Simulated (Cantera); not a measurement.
What does this Cantera script print?

```python
import numpy as np
import cantera as ct

gas_names = """
    AL ALCL ALCL2 ALCL3 ALO ALOCL ALO2 AL2 AL2CL6 AL2O AL2O2 CL CLO CL2 O O2 O3
""".split()
cond_names = """
    AL(cr) AL(L) ALCL3(s) ALCL3(L) AL2O3(a) AL2O3(L)
""".split()


# ... load() reads the species with a 1 bar reference pressure and builds the phases ...
atoms = {
    'Al2O3': {'AL': 2, 'O': 3},
    'Cl2': {'CL': 2},
    'O2': {'O': 2},
}
top_T = {}  # K; cautious upper limits of use, not melting points


# ... equilibrate(T, P, feed) seeds the gas with the atoms and calls Mixture.equilibrate('TP', solver="vcs", rtol=1e-11, max_steps=5000) ...
results = []
feed = {'Al2O3': 1, 'Cl2': 4.1, 'O2': 6.7}  # mol
T = 1948  # K
for P in [1, 3.6, 13, 46, 170, 600, 2200, 7700, 28000, 100000]:
    mix = equilibrate(T, P, feed)
    results.append((T, P, feed, dict(zip(mix.species_names, mix.species_moles))))

top = {s: max(r[3][s] / sum(r[3][g] for g in gas_names) for r in results) for s in gas_names}
cols = sorted((s for s in top if top[s] > 0.001), key=lambda s: -top[s])[:7]
seen = [c for c in cond_names if any(r[3].get(c, 0) > 1e-12 for r in results)]
print("log10 of partial pressures in bar; condensed amounts in mol")
print(f"{'P/Pa':>10s}" + "".join(f"{s[:9]:>10s}" for s in cols + seen))
for T, P, feed, n in results:
    ng = sum(n[g] for g in gas_names)
    print(f"{P:10.4g}" + "".join(f"{np.log10(max(n[s] / ng * P / 1e5, 1e-99)):10.3f}" for s in cols)
          + "".join(f"{n.get(c, 0):10.4g}" for c in seen))
```

It prints:

```
log10 of partial pressures in bar; condensed amounts in mol
      P/Pa        CL        O2       CL2         O     ALCL3       CLO  AL2O3(a)
         1    -5.279    -5.413   -10.117    -6.059   -12.581    -9.789    0.9984
       3.6    -4.714    -4.826    -8.986    -5.765   -11.326    -8.930    0.9989
        13    -4.151    -4.251    -7.861    -5.478   -10.069    -8.081    0.9992
        46    -3.600    -3.694    -6.759    -5.199    -8.834    -7.251    0.9994
       170    -3.032    -3.121    -5.623    -4.913    -7.560    -6.397    0.9995
       600    -2.488    -2.570    -4.535    -4.637    -6.341    -5.577    0.9991
      2200    -1.938    -1.999    -3.435    -4.352    -5.120    -4.741    0.9973
      7700    -1.436    -1.440    -2.430    -4.072    -4.031    -3.959    0.9913
   2.8e+04    -0.973    -0.852    -1.505    -3.778    -3.085    -3.203    0.9803
     1e+05    -0.581    -0.268    -0.721    -3.486    -2.347    -2.519     0.972
```

Method: chemical equilibrium by Gibbs-energy minimisation in Cantera with the NASA 1993 tables (ideal gas, pure condensed phases).
